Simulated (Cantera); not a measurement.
A closed system holds: 1 mol SiC, 0.15 mol H2O, 3.1 mol N2, a varied amount of CO2, at 1550 °C and 2.40 Pa.

Equilibrium computed with Cantera from the NASA thermochemical tables; the gas is ideal and each condensed phase is pure. Candidate condensed phases: C, C6H6, C7H8, C8H18, H2O, Si, SiC, SiO2, Si2N2O, Si3N4; 151 gas species. The tables hold silica as quartz up to 1696 K and as liquid above; real silica turns to tridymite and cristobalite and melts near 1996 K. Equilibrium is a limit: real reactors are often held back by kinetics, nucleation or transport.

What share of the Si ends up in condensed phases as a function of n(CO2) (mol), at 0.26, 0.59, 0.92, 1.3, 1.6, 1.9, 2.3, 2.6, 2.9?


```tsv
n(CO2) (mol)	Si condensed (%)	as
0.26	72.5	SiC(s)
0.59	54.6	SiC(s)
0.92	36.7	SiC(s)
1.3	16.2	SiC(s)
1.6	0.1	SiC(s)
1.9	0.0	-
2.3	0.0	-
2.6	0.0	-
2.9	4.2	SiO2(condensed)
```
